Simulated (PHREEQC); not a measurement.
Solution (25 °C): 4.4 mmol/kgw NaCl and 41 mmol/kgw BaCl2. It is in equilibrium with CO2 at log p = -3.5 (atm). Otherwise closed; pH follows from the charge balance.

Model: ion-association model, wateq4f.dat, run in PHREEQC.

```
quantity                   before    after
------------------------  -------  -------
pH                           5.62     5.71
CO2 (mol/kgw)             1.04e-5  4.38e-6
HCO3- (mol/kgw)           2.58e-6  1.51e-6
NaHCO3 (mol/kgw)          3.68e-9  2.06e-9
SI of Halite (NaCl)         -5.24    -5.35
SI of Nahcolite (NaHCO3)    -7.62    -8.23
```

**Question.** Which change was made?
(A) temperature from 25 to 5 °C
(B) temperature from 25 to 70 °C
(C) BaCl2 replaced by AlCl3 at the same molality
(D) diluted 100-fold with water
(E) NaCl from 0.0044 to 0.0088 mol/kgw

**Answer.** B, temperature from 25 to 70 °C

This is a speciation only: nothing precipitates in the calculation. At this temperature some constants are extrapolated from 25 °C, and those without enthalpy data are left unchanged.
